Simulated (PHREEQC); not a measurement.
Acid rinse or clean: speciation

Consider water at 60 °C with 0.005 mol H2SO4, 0.02 mol FeCl3 and 0.0036 mol KCl per kg of water. Closed to the air; pH follows from the charge balance.

Model: ion-association model, wateq4f.dat, run in PHREEQC.

Precipitation was switched off in this run.

Question: What pH, ionic strength does the model give?

Answer: pH 1.87; ionic strength 0.0885 mol/kgw.

Question: In which forms is Fe present?

Answer: FeCl+2 27 %, FeOH+2 23 %, Fe+3 17 %, FeSO4+ 16 %, Fe2(OH)2+4 13 %, FeHSO4+2 1.5 % of the Fe.

Saturation is exceeded, for instance for Jarosite-K, Hematite (slow to form); the values hold only as long as no solid forms. At this temperature some constants are extrapolated from 25 °C, and those without enthalpy data are left unchanged.
